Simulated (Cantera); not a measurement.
What does this Cantera script print?

```python
import numpy as np
import cantera as ct

gas_names = """
    H HO2 H2 H2O H2O2 O OH O2 O3 Pb PbO Pb2
""".split()
cond_names = """
    H2O(s) H2O(L) Pb(cr) Pb(L) PbO(rd) PbO(yw) PbO(L) PbO2(s) Pb3O4(s)
""".split()


def load(file, names, dense=False):
    # The tables refer to 1 bar. Condensed volumes are neglected.
    table = {s.name: s for s in ct.Species.list_from_file(file)}
    out = []
    for n in names:
        d = dict(table[n].input_data)
        d["thermo"] = dict(d["thermo"], **{"reference-pressure": 1e5})
        if dense:
            d["equation-of-state"] = {"model": "constant-volume", "density": "1e6 g/cm^3"}
        out.append(ct.Species.from_dict(d))
    return out


gas = ct.Solution(thermo="ideal-gas", species=load("nasa_gas.yaml", gas_names))
cond = {s.name: ct.Solution(thermo="fixed-stoichiometry", species=[s], name=s.name)
        for s in load("nasa_condensed.yaml", cond_names, dense=True)}
atoms = {
    'PbO': {'Pb': 1, 'O': 1},
    'H2': {'H': 2},
}
top_T = {'Pb3O4(s)': 820}  # K; cautious upper limits of use, not melting points


def equilibrate(T, P, feed):
    n = {}
    for name, mol in feed.items():
        for a, k in atoms[name].items():
            n[a] = n.get(a, 0.0) + k * mol
    gas.TPX = T, P, n
    mass = sum(n.values()) * gas.mean_molecular_weight
    gas.equilibrate("TP")
    valid = [c for c in cond.values() if c.min_temp <= T <= top_T.get(c.name, c.max_temp)]
    mix = ct.Mixture([(gas, mass / gas.mean_molecular_weight)] + [(c, 0.0) for c in valid])
    mix.T, mix.P = T, P
    mix.equilibrate("TP", solver="vcs", rtol=1e-11, max_steps=5000)
    return mix


results = []
feed = {'PbO': 1, 'H2': 42}  # mol
T = 1548  # K
P = 133.322  # Pa
mix = equilibrate(T, P, feed)
results.append((T, P, feed, dict(zip(mix.species_names, mix.species_moles))))
x = sorted(zip(gas.X, gas.species_names), reverse=True)
print(f"T = {T:g} K  P = {P:g} Pa  gas = {mix.phase_moles(0):.4g} mol")
print("   x: " + "  ".join(f"{s} {v:.3e}" for v, s in x if v > 0.001))
print("   condensed (mol): " + ("  ".join(f"{mix.phase(i).name} {mix.phase_moles(i):.4g}"
      for i in range(1, mix.n_phases) if mix.phase_moles(i) > 1e-12) or "none"))
```

Result:

```
T = 1548 K  P = 133.322 Pa  gas = 43.02 mol
   x: H2 9.527e-01  Pb 2.325e-02  H2O 2.325e-02
   condensed (mol): none
```

Cantera equilibrium calculation (NASA polynomials, part measured and part estimated; ideal gas, pure solids and liquids).
